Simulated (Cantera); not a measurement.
A perfectly stirred reactor is fed with 2.90 % C3H8, 20.4 % O2, 76.7 % N2, equivalence ratio 0.71, at 4.00 bar; it is adiabatic with a 648 K inlet, and is followed from long to short residence time, starting on the burning branch (τ in s: 0.16, 0.064, 0.026, 0.011, 0.0043, 0.0017, 0.00071, 0.00029, 0.00012, 4.8e-05, 1.9e-05, 7.9e-06).

Computed with Cantera and GRI-Mech 3.0 (53 species, 325 reactions). GRI-Mech 3.0 was tuned for natural gas; its chemistry of propane as a main component is partial and can be far from experiment.

One state of this run: T (K) = 2152; x C3H8 = 6.51e-7; x O2 = 0.0572; x CH4 = 4.10e-7; x O = 0.000385; x CH2CO = 9.88e-7; x C2H6 = 2.32e-9; x HCO = 3.37e-8. x: mole fraction; the columns are a selection and need not sum to one.

### Question
Which value of τ (s) does it belong to?
A. 0.16
B. 0.00029
C. 0.011
D. 0.0017

### Answer
C, 0.011
